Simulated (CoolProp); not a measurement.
Saturation properties of n-hexane.

Computed with CoolProp (reference Helmholtz-energy equation of state, Thol 2019).

```csv
T (K),p (kPa),enthalpy of vaporisation (kJ/kg),vapour Z,surface tension (mN/m),vapour viscosity (µPa s)
403.4,502.2,281.3,0.8527,7.57,8.71
406.8,540.1,277.8,0.8451,7.26,8.84
410.2,580.1,274.1,0.8373,6.96,8.97
413.5,621.1,270.5,0.8294,6.67,9.11
416.9,665.5,266.8,0.8210,6.37,9.26
420.3,712.3,262.9,0.8123,6.07,9.42
423.6,760.0,259.0,0.8036,5.79,9.58
427,811.6,254.9,0.7943,5.50,9.75
430.3,864.1,250.8,0.7850,5.22,9.92
433.7,920.9,246.5,0.7750,4.93,10.1
437.1,980.4,242.0,0.7647,4.65,10.3
440.4,1041,237.5,0.7543,4.38,10.5
443.8,1106,232.8,0.7433,4.11,10.7
447.2,1174,227.8,0.7318,3.83,10.9
450.5,1244,222.9,0.7202,3.57,11.1
```

It boils at 341.9 K under 1 atm.

Viscosity comes from a separate model (Michailidou 2013). Surface tension comes from a separate correlation (Mulero 2012).
